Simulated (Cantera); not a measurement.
## AlCl3 + N2 + H2 + NH3 (aluminium nitride and oxide growth)

A closed system holds: 1 mol AlCl3, 40 mol N2, 130 mol H2, 180 mol NH3, equilibrated at 4100 Pa.

Equilibrium computed with Cantera from the NASA thermochemical tables; the gas is ideal and each condensed phase is pure. Candidate condensed phases: Al, AlCl3, AlN, NH4Cl; 20 gas species. The tables' values for AlCl2 are old estimates; treat these amounts as uncertain. Equilibrium is a limit: real reactors are often held back by kinetics, nucleation or transport.

From 850 °C to 1350 °C the condensed part is AlN(s). From 1400 °C to 1500 °C nothing is condensed. The main Al-bearing gas is AlCl3 at 850 °C and AlCl at 1500 °C.

```csv
T (°C),x H2,x N2,x HCl,x AlCl,x H,x AlCl2,x AlCl3,n AlN(s)
850,0.750,0.244,0.00563,1.69e-8,1.82e-7,4.75e-8,7.07e-6,0.996
900,0.750,0.244,0.00563,8.45e-8,5.04e-7,1.29e-7,7.54e-6,0.996
950,0.750,0.244,0.00562,3.70e-7,1.29e-6,3.24e-7,7.99e-6,0.995
1000,0.750,0.244,0.00562,1.44e-6,3.05e-6,7.52e-7,8.42e-6,0.994
1050,0.750,0.244,0.00561,5.03e-6,6.78e-6,1.63e-6,8.82e-6,0.992
1100,0.750,0.244,0.00560,1.60e-5,1.42e-5,3.34e-6,9.15e-6,0.985
1150,0.750,0.244,0.00556,4.66e-5,2.84e-5,6.42e-6,9.35e-6,0.967
1200,0.750,0.244,0.00547,0.000125,5.41e-5,1.16e-5,9.26e-6,0.923
1250,0.750,0.244,0.00528,0.000306,9.89e-5,1.92e-5,8.60e-6,0.823
1300,0.750,0.244,0.00489,0.000678,0.000174,2.83e-5,7.06e-6,0.621
1350,0.750,0.244,0.00423,0.00133,0.000296,3.51e-5,4.71e-6,0.272
1400,0.750,0.244,0.00372,0.00184,0.000487,3.20e-5,2.42e-6,0
1450,0.749,0.244,0.00373,0.00185,0.000780,2.44e-5,1.22e-6,0
1500,0.749,0.244,0.00374,0.00185,0.00122,1.89e-5,6.35e-7,0
```
x: gas mole fraction; n: condensed amount in mol.
